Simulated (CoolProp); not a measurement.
Properties of o-xylene at several states.

Values from CoolProp's reference Helmholtz-energy equation of state, Zhou 2012.

| T (K) | p (MPa) | phase | cp (kJ/(kg K)) | cv (kJ/(kg K)) | speed of sound (m/s) | isothermal compressibility (1/MPa) | fugacity coefficient |
|---|---|---|---|---|---|---|---|
| 518.6 | 0.0964 | gas | 2.029 | 1.943 | 202.0 | 10.58 | 0.9814 |
| 274.4 | 1.03 | liquid | 1.697 | 1.314 | 1442 | 0.0006922 | 0.0001963 |
| 579.5 | 0.0917 | gas | 2.189 | 2.106 | 214.5 | 11.04 | 0.9879 |
| 394.3 | 0.46 | liquid | 2.088 | 1.670 | 981.8 | 0.001638 | 0.1126 |
